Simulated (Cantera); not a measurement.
Input (Python, Cantera) and output of one run.

```python
import numpy as np
import cantera as ct

gas_names = """
    B BH BH2 BH3 BN BO BO2 B2 B2O B2O2 B2O3 B3O3H3 H HBO HBO2 HNO HNO2 HNO3 HO2 H2 H2O H2O2 H3B3O6 N NH
    NH2 NH3 NH2OH NO NO2 NO3 N2 N2H2 N2H4 N2O O OH O2 O3
""".split()
cond_names = """
    B(b) B(L) BN(s) B2O3(L) B3O3H3(cr) H2O(s) H2O(L)
""".split()


# ... load() reads the species with a 1 bar reference pressure and builds the phases ...
atoms = {
    'B2H6': {'B': 2, 'H': 6},
    'N2': {'N': 2},
    'H2': {'H': 2},
    'H2O': {'H': 2, 'O': 1},
}
top_T = {'BN(s)': 3200}  # K; cautious upper limits of use, not melting points


# ... equilibrate(T, P, feed) seeds the gas with the atoms and calls Mixture.equilibrate('TP', solver="vcs", rtol=1e-11, max_steps=5000) ...
results = []
feed = {'B2H6': 1, 'N2': 0.37, 'H2': 0.44, 'H2O': 12}  # mol
T = 1100  # K
P = 85000  # Pa
mix = equilibrate(T, P, feed)
results.append((T, P, feed, dict(zip(mix.species_names, mix.species_moles))))
print(gas.report(threshold=1e-05))
for i in range(1, mix.n_phases):
    print(f"{mix.phase(i).name:16s} {mix.phase_moles(i):12.5e} mol")
```

Output:

```
       temperature   1100 K
          pressure   85000 Pa
           density   0.11601 kg/m^3
  mean mol. weight   12.482 kg/kmol
   phase of matter   gas

                          1 kg             1 kmol
                     ---------------   ---------------
          enthalpy       -9.8322e+06       -1.2273e+08  J
   internal energy       -1.0565e+07       -1.3187e+08  J
           entropy             17594        2.1961e+05  J/K
    Gibbs function       -2.9186e+07        -3.643e+08  J
 heat capacity c_p              3116             38894  J/K
 heat capacity c_v            2449.9             30580  J/K

                      mass frac. Y      mole frac. X     chem. pot. / RT
                     ---------------   ---------------   ---------------
              HBO2        0.00049718        0.00014164           -102.73
                H2          0.066004           0.40867           -18.805
               H2O           0.80956           0.56093           -52.352
            H3B3O6          0.071238         0.0067648           -308.19
               NH3        1.4751e-05        1.0811e-05           -42.722
                N2          0.052685          0.023475           -29.028
     [  +33 minor]        7.4647e-09        2.0218e-08

B(b)              0.00000e+00 mol
BN(s)             0.00000e+00 mol
B2O3(L)           8.38988e-01 mol
B3O3H3(cr)        0.00000e+00 mol
```

Method: chemical equilibrium by Gibbs-energy minimisation in Cantera with the NASA 1993 tables (ideal gas, pure condensed phases). The feed counts by its element totals alone. Gases not in the tables: H3BO3.
